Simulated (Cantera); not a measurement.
Input: 1 mol Si(CH3)4, 0.008 mol C2H4, 210 mol H2, equilibrated at 0.180 bar.

Cantera equilibrium calculation (NASA polynomials, part measured and part estimated; ideal gas, pure solids and liquids). Candidate condensed phases: C, C6H6, C7H8, C8H18, Si, SiC; 87 gas species. Gases not in the tables: Si2H6 and higher silanes. Rates play no part.

x: gas mole fraction; n: condensed amount in mol.

```tsv
T (°C)	x H2	x H	x C2H2 (acetylene)	x CH4	x Si	n C(graphite)	n SiC(s)
1125	0.999	1.11e-5	…	0.000785	2.06e-11	2.85	1.000
1200	0.999	2.98e-5	…	0.000528	1.99e-10	2.90	1.000
1275	1.000	7.26e-5	…	0.000369	1.54e-9	2.93	1.000
1350	1.000	0.000163	…	0.000267	9.88e-9	2.94	1.000
1425	0.999	0.000341	…	0.000198	5.36e-8	2.94	1.000
1500	0.999	0.000670	…	0.000151	2.51e-7	2.92	1.000
1575	0.998	0.00125	…	0.000118	1.04e-6	2.88	0.999
1650	0.997	0.00222	…	9.41e-5	3.84e-6	2.80	0.998
1725	0.995	0.00377	…	7.61e-5	1.29e-5	2.68	0.995
1800	0.992	0.00618	…	6.24e-5	3.94e-5	2.49	0.986
```

Q: Fill in the missing entries.

A: 
- 1125, x C2H2 (acetylene): 2.45e-6
- 1200, x C2H2 (acetylene): 6.50e-6
- 1275, x C2H2 (acetylene): 1.57e-5
- 1350, x C2H2 (acetylene): 3.48e-5
- 1425, x C2H2 (acetylene): 7.20e-5
- 1500, x C2H2 (acetylene): 0.000140
- 1575, x C2H2 (acetylene): 0.000257
- 1650, x C2H2 (acetylene): 0.000450
- 1725, x C2H2 (acetylene): 0.000755
- 1800, x C2H2 (acetylene): 0.00122
